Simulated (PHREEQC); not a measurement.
PHREEQC input (ion-association model, wateq4f.dat):

```
SOLUTION_MASTER_SPECIES
  An  An-  0  An  62.0  # stands for a non-complexing anion
SOLUTION_SPECIES
  An- = An-
    -log_k 0
    -gamma 3.0 0
PHASES
  Fix_H+
    H+ = H+
    -log_k 0
SOLUTION 1
  temp 25
  units mmol/kgw
  pH 7 charge
  F 0.11
  Na 5.11
  An 5
END
SELECTED_OUTPUT 1
  -reset false
  -pH true
  -pe true
  -ionic_strength true
  -water true
  -totals F Na
  -molalities Hfo_wOH Hfo_wOH2+ Hfo_wO- Hfo_sOH Hfo_sOH2+ Hfo_sO- Hfo_wF Hfo_wOHF-
USER_PUNCH 1
  -headings sigma psi
  10 PUNCH EDL("sigma", "Hfo"), EDL("psi", "Hfo")
PRINT
  -reset false
USE solution 1
SURFACE 1
  Hfo_wOH 0.0047191 600 2.1
  Hfo_sOH 0.000117978
EQUILIBRIUM_PHASES 1
  Fix_H+ -4 HAn 10
    -force_equality true
  O2(g) -0.68 10
END
# ... the last block is repeated for the other 16 points of pH, with NaOH or the acid as the point needs
```

Selected output (columns that matter, 12 of 17 rows; pH added in front):

```
pH	mu	F	Na	m_Hfo_wOH	m_Hfo_wOH2+	m_Hfo_wO-	m_Hfo_sOH	m_Hfo_sOH2+	m_Hfo_sO-	m_Hfo_wF	m_Hfo_wOHF-	sigma	psi
4	0.0064512	5.7613e-07	0.00511	0.0020667	0.0025039	3.9077e-05	5.2894e-05	6.4084e-05	1.0001e-06	4.8034e-05	6.139e-05	0.18889	0.18969
4.38	0.0061116	8.0814e-07	0.00511	0.0025282	0.0020089	7.2889e-05	6.4701e-05	5.1411e-05	1.8654e-06	3.7029e-05	7.2162e-05	0.14653	0.17805
5.12	0.0056586	2.1158e-06	0.00511	0.0031311	0.0013085	0.00017164	8.0109e-05	3.3477e-05	4.3915e-06	2.2927e-05	8.4957e-05	0.082782	0.15078
5.5	0.0055022	3.8424e-06	0.00511	0.0033043	0.0010762	0.00023242	8.451e-05	2.7524e-05	5.9443e-06	1.8448e-05	8.771e-05	0.059553	0.13471
6.25	0.0052993	1.3746e-05	0.00511	0.0034779	0.00079741	0.00034751	8.8759e-05	2.035e-05	8.8686e-06	1.2413e-05	8.384e-05	0.028913	0.099361
6.62	0.0052372	2.5236e-05	0.00511	0.0035212	0.000717	0.00039615	8.964e-05	1.8253e-05	1.0085e-05	9.8508e-06	7.4914e-05	0.01946	0.080521
7.38	0.0051573	6.4904e-05	0.00511	0.0035818	0.00061213	0.00048011	9.0408e-05	1.5451e-05	1.2119e-05	4.4823e-06	4.0613e-05	0.0072554	0.040063
7.75	0.0051314	8.3648e-05	0.00511	0.0036008	0.00057872	0.00051325	9.0525e-05	1.4549e-05	1.2903e-05	2.4778e-06	2.3874e-05	0.0033112	0.019754
8.5	0.0051311	0.00010362	0.0051557	0.003617	0.00052697	0.00056874	9.0548e-05	1.3192e-05	1.4238e-05	5.4831e-07	5.8279e-06	-0.0037254	-0.022091
8.88	0.005167	0.00010712	0.0052193	0.0036169	0.00050023	0.0005991	9.0478e-05	1.2514e-05	1.4987e-05	2.3621e-07	2.6447e-06	-0.0079631	-0.043233
9.62	0.0052893	0.00010939	0.0054246	0.003598	0.00042873	0.00069173	8.9962e-05	1.072e-05	1.7295e-05	4.3624e-08	5.6692e-07	-0.020688	-0.083181
10	0.0054215	0.00010972	0.0056255	0.003568	0.0003768	0.000774	8.9205e-05	9.4205e-06	1.9351e-05	1.807e-08	2.6497e-07	-0.031199	-0.10256
```
